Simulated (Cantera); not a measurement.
A perfectly stirred reactor is fed with CH4 : O2 : N2 : H2O = 1 : 1.43 : 5.37 : 0.44 (molar parts), equivalence ratio 1.4, at 3.06 atm; it is adiabatic with a 425 K inlet, and is followed from long to short residence time, starting on the burning branch (τ in s: 0.081, 0.034, 0.015, 0.0062, 0.0026, 0.0011, 0.00047, 0.0002, 8.5e-05, 3.6e-05, 1.5e-05, 6.5e-06).

Detailed kinetics in Cantera: GRI-Mech 3.0 (53 species, 325 reactions).

x: mole fraction; the columns are a selection and need not sum to one.

```
τ (s)    T (K)     x CH4      x O2   x H2O    x H2    x CH2     x NO2     x NO
-------  -----  --------  --------  ------  ------  -------  --------  -------
0.081     1988  0.000924  0.000165   0.214  0.0612  4.01e-7  3.01e-10  4.34e-5
0.034     1989   0.00153  0.000359   0.215  0.0590  8.34e-7  4.39e-10  4.10e-5
0.015     1989   0.00223  0.000724   0.216  0.0563  1.60e-6  6.30e-10  3.58e-5
0.0062    1984       [?]       [?]   0.217  0.0532      [?]  9.39e-10      [?]
0.0026    1971   0.00400   0.00297   0.218  0.0501  5.59e-6   1.38e-9  2.22e-5
0.0011    1939   0.00535   0.00603   0.218  0.0469  9.02e-6   1.91e-9  1.37e-5
0.00047   1818       [?]       [?]   0.211     [?]  8.51e-6       [?]      [?]
0.00020    425     0.121     0.174  0.0534  <1e-12   <1e-12    <1e-12   <1e-12
8.5e-5     425     0.121     0.174  0.0534  <1e-12   <1e-12    <1e-12   <1e-12
3.6e-5     425     0.121     0.174  0.0534  <1e-12   <1e-12    <1e-12   <1e-12
1.5e-5     425     0.121     0.174  0.0534  <1e-12   <1e-12    <1e-12   <1e-12
6.5e-6     425     0.121     0.174  0.0534  <1e-12   <1e-12    <1e-12   <1e-12
```

**Question.** Complete the blanks.

**Answer.** 
- 0.0062, x CH4: 0.00307
- 0.0062, x O2: 0.00149
- 0.0062, x CH2: 3.10e-6
- 0.0062, x NO: 2.93e-5
- 0.00047, x CH4: 0.0103
- 0.00047, x O2: 0.0179
- 0.00047, x H2: 0.0414
- 0.00047, x NO2: 1.66e-9
- 0.00047, x NO: 2.15e-6
